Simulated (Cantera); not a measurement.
Input: 1 mol borazine, 0.085 mol H₂O, 26 mol N₂, equilibrated at 0.0890 bar.

Method: chemical equilibrium by Gibbs-energy minimisation in Cantera with the NASA 1993 tables (ideal gas, pure condensed phases). Candidate condensed phases: B, BN, B₂O₃, B₃O₃H₃, H₂O; 39 gas species. The feed counts by its element totals alone. Mutual solubility and eutectic melting of coexisting phases are not modelled. Equilibrium is a limit: real reactors are often held back by kinetics, nucleation or transport.

Over these rows the condensed part is BN(s) + B₂O₃(l). Partial pressures as log10 of bar:

```
T (K)  1000/T (1/K)  log p HBO₂  log p N₂  log p H₂
-----  ------------  ----------  --------  --------
873          1.1455       -8.11     -1.10     -2.03
923          1.0834       -7.54     -1.10     -2.03
973          1.0277           ?     -1.10     -2.03
1023         0.9775       -6.58     -1.10     -2.03
1073         0.9320       -6.17     -1.10     -2.03
1123         0.8905       -5.81     -1.10     -2.03
```

**Question.** Fit log p(HBO₂) = a + b·(1000/T) to the five rows, give the apparent enthalpy, and predict the row at 973 K.

**Answer.** Means: 1000/T = 1.0058, log p = -6.842. Sxy = -0.407302, Sxx = 0.0450793, so b = -9.04 and a = -6.842 − (-9.04)×1.0058 = 2.25.
Apparent enthalpy: −19.145 × (-9.04) = 173 kJ/mol. With the condensed phases at unit activity, 2/3 B₂O₃(l) + 1/6 N₂(g) + 1/2 H₂(g) = HBO₂(g) + 1/3 BN(s) links this pressure to the main gases: over the six rows their terms move log p by +0.00 in all, so the slope is close to that reaction's ΔH°. The five rows lie within 0.01 of the line.
Prediction at 973 K: 2.25 + (-9.04)×1.0277 = -7.04. The computed value is -7.04, 0.00 from the line.
